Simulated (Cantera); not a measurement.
An isothermal, constant-pressure homogeneous reactor starts with H₂ : O₂ : N₂ = 1.7 : 1 : 8.6 (molar parts), at 1000 K and 0.850 bar.

Cantera simulation using the H2/O2 subset of GRI-Mech 3.0, which has no nitrogen chemistry; the numbers are that mechanism's predictions, not measurements. The temperature is held fixed by assumption; the heat of reaction is taken as removed at once.

One state of this run: x H₂ = 1.30e-10; x O₂ = 0.0144; x O = 2.05e-11; x H₂O₂ = 5.05e-11; x H = <1e-12. x: mole fraction; the columns are a selection and need not sum to one.

### Question
Which value of t (s) does it belong to?
A) 21.1
B) 0.000277
C) 0.00262
D) 200

### Answer
D, 200
